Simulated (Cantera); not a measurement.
A perfectly stirred reactor is fed with CH4 : CO : O2 : N2 = 1 : 0.11 : 5.01 : 18.8 (molar parts), equivalence ratio 0.41, at 100000 Pa; it is adiabatic with a 375 K inlet, and is followed from long to short residence time, starting on the burning branch (τ in s: 0.14, 0.048, 0.017, 0.0057, 0.002, 0.00068, 0.00023, 8e-05, 2.8e-05, 9.5e-06).

Cantera simulation using GRI-Mech 3.0 (53 species, 325 reactions); the numbers are that mechanism's predictions, not measurements.

Task: Predict: blow-out, bracketed by the residence times tried; x(CH4) at τ = 0.140 s; x(CO) at τ = 0.140 s; x(O2) at τ = 0.140 s; x(C2H6) at τ = 0.140 s; x(H2O) at τ = 0.140 s; x(CH4) at τ = 0.680 ms; x(CO) at τ = 0.680 ms; x(O2) at τ = 0.680 ms.

Result: 
| Property | Result |
|---|---|
| blow-out, bracketed by the residence times tried | burning at 17.0 ms, out at 5.70 ms |
| x(CH4) at τ = 0.140 s | 4.36e-5 |
| x(CO) at τ = 0.140 s | 0.000483 |
| x(O2) at τ = 0.140 s | 0.119 |
| x(C2H6) at τ = 0.140 s | 1.85e-8 |
| x(H2O) at τ = 0.140 s | 0.0802 |
| x(CH4) at τ = 0.680 ms | 0.0401 |
| x(CO) at τ = 0.680 ms | 0.00441 |
| x(O2) at τ = 0.680 ms | 0.201 |
